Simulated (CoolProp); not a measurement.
Vapour-liquid equilibrium of R125 (1) + cyclopropane (2) at 282.2 K; x and y are mole fractions of (1).

The numbers come from the multi-fluid Helmholtz-energy mixture model, Lemmon 2005 and Polt 1992; pair parameters Bell 2016 in CoolProp. This equation is an older, rougher fit; its heat capacities, sound speeds and derivatives of the liquid may be far off and weren't checked against measurements.

```tsv
x	bubble pressure (bar)	y at the bubble point	dew pressure at overall composition x (bar)	liquid density (mol/L)
0.05	5.631	0.205	4.809	14.93
0.2	7.497	0.452	5.600	13.95
0.35	8.382	0.552	6.637	13.08
0.5	8.876	0.622	7.931	12.32
0.65	9.172	0.696	9.015	11.69
0.8	9.258	0.794	9.255	11.17
0.95	9.017	0.937	8.982	10.75
```

y crosses x between x = 0.65 and 0.8: the model has an azeotrope there.

Pair parameters are fitted to limited data, so mixtures are less certain than the pure fluids.
